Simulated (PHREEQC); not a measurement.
Solution (85 °C): 0.014 mol/kgw HCl, 0.0091 mol/kgw FeSO4 and 0.0022 mol/kgw MgSO4. It is in equilibrium with CO2 at log p = -2 (atm). Otherwise closed; pH follows from the charge balance.

All values are PHREEQC results (ion-association model, phreeqc.dat), not measurements.

The pH is 2.15. The ionic strength is 0.0364 mol/kgw, the specific conductance is 12700 µS/cm and the total alkalinity comes out as -14.0 meq/kg.

| species | molality | activity | log γ |
|---|---|---|---|
| Cl- | 0.0139 | 0.0114 | -0.089 |
| H+ | 0.00837 | 0.00713 | -0.070 |
| Fe+2 | 0.00686 | 0.00330 | -0.318 |
| HSO4- | 0.00542 | 0.00444 | -0.086 |
| SO4-2 | 0.00293 | 0.00135 | -0.335 |
| FeSO4 | 0.00196 | 0.00198 | 0.004 |
| Mg+2 | 0.00142 | 0.000683 | -0.318 |
| MgSO4 | 0.000779 | 0.000785 | 0.004 |
| FeHSO4+ | 0.000215 | 0.000176 | -0.086 |
| CO2 | 0.000119 | 0.000120 | 0.004 |
| FeCl+ | 6.31e-5 | 5.17e-5 | -0.086 |
| HCO3- | 8.91e-9 | 7.38e-9 | -0.082 |
| FeOH+ | 7.40e-9 | 6.11e-9 | -0.083 |
| FeHCO3+ | 2.97e-9 | 2.43e-9 | -0.086 |
| (CO2)2 | 1.07e-9 | 1.08e-9 | 0.004 |

This is a speciation only: nothing precipitates in the calculation. Away from 25 °C the constants follow the database's enthalpies or fits; those with neither stay at their 25 °C values.
